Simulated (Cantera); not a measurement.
An isothermal, constant-pressure homogeneous reactor starts with 1.15 % H2, 82.4 % O2, 16.5 % N2, at 900 K and 11.3 Torr.

Detailed kinetics in Cantera: GRI-Mech 3.0 (53 species, 325 reactions). Radical loss at walls, strong at low pressure, is not modelled. Below about 950 K walls govern HO2 and H2O2 in real vessels.

One state of this run: x H2 = 0.000124; x O2 = 0.822; x H2O = 0.0114; x OH = 0.000119; x H = 6.97e-5; x O = 0.000786. x: mole fraction; the columns are a selection and need not sum to one.

Question: Which value of t (s) does it belong to?
(A) 20.0
(B) 0.0141
(C) 0.532
(D) 0.0867

Answer: D, 0.0867
